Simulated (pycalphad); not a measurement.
Computed with pycalphad from the COST 507 light-alloy database (1999), at 1 atm. These are 1990s assessments: newer ones move some temperatures and phases. The system is extrapolated from its subsystems; higher-order compounds may be missing. Amounts are mole fractions of atoms. Diffusion is slow at the low end, where real alloys seldom reach equilibrium.

Problem. Give the equilibrium state of Ti-0.3391Si-9.672V (wt.%) at 675 K.

Solution. hcp, fraction 0.871, with 0.18 Si, 0.91 V wt.%; bcc, fraction 0.116, with 0.03 Si, 73.3 V wt.%; SITI3, fraction 0.012, with 16.4 Si, no V wt.%.

Problem. Give the equilibrium state of Ti-0.3391Si-9.672V (wt.%) at 975 K.

Solution. bcc, fraction 0.695, with 0.45 Si, 13.3 V wt.%; hcp, fraction 0.305, with 0.10 Si, 1.4 V wt.%.

Database names, with the compositions (at.%) that they take in these runs: SITI3: Ti 75 Si 25. An entry "none" or "no" means that the model of the phase leaves that element out.
